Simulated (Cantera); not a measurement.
**Premixed flame**

A freely propagating, adiabatic, planar premixed flame of H2 : O2 : N2 = 1 : 0.794 : 2.98 (molar parts), unburnt at 625 K and 22000 Pa; mixture-averaged transport, grid criteria slope 0.08 and curve 0.16, no radiation.

Cantera simulation using the H2/O2 subset of GRI-Mech 3.0, which has no nitrogen chemistry; the numbers are that mechanism's predictions, not measurements. Burning velocities carry a grid error of a few per cent, more on coarse grids. Lean hydrogen flames are cellular in practice and burn faster than this planar one.

```
z (mm)  T (K)  u (m/s)     x H2    x O2       x H   x H2O2       x O     x H2O
------  -----  -------  -------  ------  --------  -------  --------  --------
-9.95     625     5.16    0.209   0.166     <1e-8    <1e-8     <1e-8     <1e-8
-6.63     625     5.16    0.209   0.166     <1e-8    <1e-8     <1e-8     <1e-8
-4.98     625     5.16    0.209   0.166     <1e-8    <1e-8     <1e-8     <1e-8
-3.32     625     5.16    0.209   0.166   2.47e-7    <1e-8     <1e-8   1.05e-7
-1.66     636     5.24    0.207   0.166  0.000296  1.19e-6   1.20e-5  0.000780
-0.829    768     6.24    0.182   0.163   0.00600  1.76e-6  0.000356    0.0137
0        1107     8.75   0.0880   0.127    0.0341  1.63e-6   0.00671    0.0891
0.829    1366     10.7   0.0261  0.0839    0.0442  1.62e-6    0.0158     0.162
1.66     1492     11.6   0.0193  0.0759    0.0371  1.07e-6    0.0169     0.176
3.32     1628     12.5   0.0177  0.0727    0.0269  5.88e-7    0.0151     0.185
6.63     1766     13.5   0.0151  0.0704    0.0172  3.06e-7    0.0122     0.195
13.3     1894     14.3   0.0114  0.0687   0.00945  1.70e-7   0.00870     0.205
26.5     2000     15.0  0.00731  0.0678   0.00427  1.05e-7   0.00535     0.214
```
x: mole fraction of selected species; z is measured from the peak of heat release.

```json
{
 "laminar_burning_velocity": "516 cm/s",
 "thermal_thickness": "3.32 mm",
 "peak x(H)": "0.0449",
 "peak x(H2O2)": "2.01e-6",
 "peak x(O)": "0.0169",
 "grid_points": "133"
}
```
